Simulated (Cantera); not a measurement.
## Transport properties of process gases

Gas mixture: N2 : C2H6 = 0.49 : 0.48 (molar parts), at 20.0 Torr, frozen composition.

Cantera's kinetic-theory transport with the Lennard-Jones parameters of GRI-Mech 3.0, ideal gas; thermal conductivity in the multicomponent form. The composition is frozen, though it would react at the higher temperatures.

```
T (K)  ρ (kg/m³)  cp (J/kg/K)  μ (µPa s)  λ (mW/m/K)     Pr  D (cm²/s) OH  D (cm²/s) CH3  D (cm²/s) H2
-----  ---------  -----------  ---------  ----------  -----  ------------  -------------  ------------
400       0.0233         1621       16.3        34.2  0.775          16.6           12.0          41.2
600       0.0155         2047       22.4        58.4  0.787          33.5           24.5          81.8
800       0.0116         2387       27.7        83.4  0.792          54.6           40.2           132
1000     0.00931         2661       32.4         108  0.794          79.4           58.7           192
1200     0.00776         2867       36.6         132  0.795           108           79.8           260
1400     0.00665         3027       40.6         155  0.795           139            103           336
1600     0.00582         3151       44.4         176  0.795           174            129           419
1800     0.00517         3247       48.0         196  0.795           211            157           509
```
D: mixture-averaged diffusion coefficient of that species in the mixture.
